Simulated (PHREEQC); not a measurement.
Consider water at 25 °C with 0.0019 mol/kgw HCl, 0.053 mol/kgw AlCl3 and 0.2 mol/kgw MnSO4. Closed to the air; pH follows from the charge balance.

Computed with PHREEQC (ion-association model, phreeqc.dat).

Precipitation was switched off in this run.

Q: Order these Cl species by the share of Cl that they hold, largest first: MnCl2, MnCl+, Cl-.

A: Cl- (89 %), MnCl+ (10 %), MnCl2 (0.50 %)

The pH is 3.22 and the ionic strength 0.503 mol/kgw. Complexes and solids missing from the database can't appear.
